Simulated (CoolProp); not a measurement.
The fluid at 298.15 K and 1.62 MPa (stagnation) flows isentropically through a choked orifice. The same conditions are run with several fluids, on thermodynamics alone (safety and materials aside).

Values from CoolProp's reference Helmholtz-energy equation of state of each fluid (nitrous oxide: Lemmon 2006; CF4 (R14): Platzer 1990; ethylene: Smukala 2000; hydrogen chloride: Thol 2018; ethane: Bücker 2006). The equations of Platzer and Polt are older, rougher fits.

```json
[
 {"fluid": "nitrous oxide", "throat to inlet pressure ratio": "(withheld)", "mass flux (kg/(m² s))": "(withheld)", "throat temperature (K)": "259.4"},
 {"fluid": "CF4 (R14)", "throat to inlet pressure ratio": "(withheld)", "mass flux (kg/(m² s))": "6350", "throat temperature (K)": "273.9"},
 {"fluid": "ethylene", "throat to inlet pressure ratio": "0.556", "mass flux (kg/(m² s))": "3750", "throat temperature (K)": "262.4"},
 {"fluid": "hydrogen chloride", "throat to inlet pressure ratio": "0.532", "mass flux (kg/(m² s))": "(withheld)", "throat temperature (K)": "249.8"},
 {"fluid": "ethane", "throat to inlet pressure ratio": "0.572", "mass flux (kg/(m² s))": "3860", "throat temperature (K)": "268.8"}
]
```

### Question
Complete the blanks.

### Answer

- nitrous oxide, throat to inlet pressure ratio: 0.550
- nitrous oxide, mass flux (kg/(m² s)): 4740
- CF4 (R14), throat to inlet pressure ratio: 0.574
- hydrogen chloride, mass flux (kg/(m² s)): 4470
